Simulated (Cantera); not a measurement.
An adiabatic, constant-volume homogeneous reactor starts with CH4 : O2 : N2 = 1 : 0.8 : 3.01 (molar parts), equivalence ratio 2.5, at 1200 K and 560000 Pa. Integrator tolerance rtol = 1e-08.

Detailed kinetics in Cantera: GRI-Mech 3.0 (53 species, 325 reactions).

Q: What does this change do: pressure from 560000 Pa to 100000 Pa?

A: 
```
quantity                                                              before                                      after
---------------------------------  -----------------------------------------  -----------------------------------------
time of steepest temperature rise                                    13.9 ms                                    71.7 ms
temperature at 1.00 s                                                 2294 K                                     2282 K
equilibrium temperature                                               2294 K                                     2282 K
x(CH4) at 1.00 s                     3.59e-8 (gas-phase equilibrium 4.04e-8)    1.18e-9 (gas-phase equilibrium 1.35e-9)
x(O2) at 1.00 s                      4.14e-8 (gas-phase equilibrium 4.14e-8)    2.02e-7 (gas-phase equilibrium 2.02e-7)
x(HCO) at 1.00 s                     5.25e-7 (gas-phase equilibrium 5.25e-7)    2.11e-7 (gas-phase equilibrium 2.11e-7)
x(CO2) at 1.00 s                       0.0103 (gas-phase equilibrium 0.0103)      0.0104 (gas-phase equilibrium 0.0104)
x(HO2) at 1.00 s                   1.35e-10 (gas-phase equilibrium 1.35e-10)  2.77e-10 (gas-phase equilibrium 2.77e-10)
x(H) at 1.00 s                       0.00127 (gas-phase equilibrium 0.00127)    0.00282 (gas-phase equilibrium 0.00282)
x(NO) at 1.00 s                      5.50e-6 (gas-phase equilibrium 5.50e-6)    1.18e-5 (gas-phase equilibrium 1.18e-5)
```
